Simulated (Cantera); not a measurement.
An isothermal, constant-pressure homogeneous reactor starts with NO : N2 = 1 : 0.26 (molar parts), at 2000 K and 173 Torr.

Detailed kinetics in Cantera: GRI-Mech 3.0 (53 species, 325 reactions).

x: mole fraction; the columns are a selection and need not sum to one.

```csv
t (s),x NO,x N2O,x NO2,x O2,x N2
0.000900,0.793,0.000118,6.57e-5,2.42e-5,0.206
0.00169,0.793,0.000179,0.000111,0.000104,0.207
0.00317,0.792,0.000237,0.000139,0.000354,0.207
0.00594,0.791,0.000267,0.000149,0.000918,0.207
0.0111,0.789,0.000272,0.000155,0.00202,0.208
0.0209,0.785,0.000268,0.000166,___,0.211
0.0392,0.777,0.000261,0.000183,0.00802,0.214
0.0735,0.762,0.000248,0.000211,0.0154,0.222
0.138,0.734,0.000226,0.000251,0.0291,0.236
0.259,0.684,0.000191,0.000300,0.0544,0.261
0.485,0.596,0.000139,0.000341,0.0983,0.305
0.909,0.458,7.92e-5,0.000338,0.167,0.374
1.71,___,___,___,___,___
3.20,0.129,6.02e-6,0.000134,0.331,0.538
6.00,0.0454,8.89e-7,5.00e-5,0.373,0.580
```

**Question.** Fill in the missing entries.

**Answer.** 
- 0.0209, x O2: 0.00410
- 1.71, x NO: 0.285
- 1.71, x N2O: 2.94e-5
- 1.71, x NO2: 0.000258
- 1.71, x O2: 0.254
- 1.71, x N2: 0.461
